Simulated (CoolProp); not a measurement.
A Linde-Hampson liquefier for oxygen: isothermal reversible compression at 200 K from 1 atm to 20 MPa, throttling to 1 atm, return gas leaving the recuperator 2 K below the feed. Each further row changes one setting.

The numbers come from the reference Helmholtz-energy equation of state, Schmidt 1985 in CoolProp.

```json
[
 {"case": "as stated", "liquid yield per pass": "…", "compression work (kJ/kg of gas)": "246"},
 {"case": "high pressure 40 MPa", "liquid yield per pass": "…", "compression work (kJ/kg of gas)": "…"},
 {"case": "warm-end temperature 230 K", "liquid yield per pass": "…", "compression work (kJ/kg of gas)": "…"},
 {"case": "warm-end gap 7 K", "liquid yield per pass": "…", "compression work (kJ/kg of gas)": "246"}
]
```

Task: Fill in the missing entries.

Result: 
- as stated, liquid yield per pass: 0.333
- high pressure 40 MPa, liquid yield per pass: 0.373
- high pressure 40 MPa, compression work (kJ/kg of gas): 275
- warm-end temperature 230 K, liquid yield per pass: 0.222
- warm-end temperature 230 K, compression work (kJ/kg of gas): 297
- warm-end gap 7 K, liquid yield per pass: 0.323
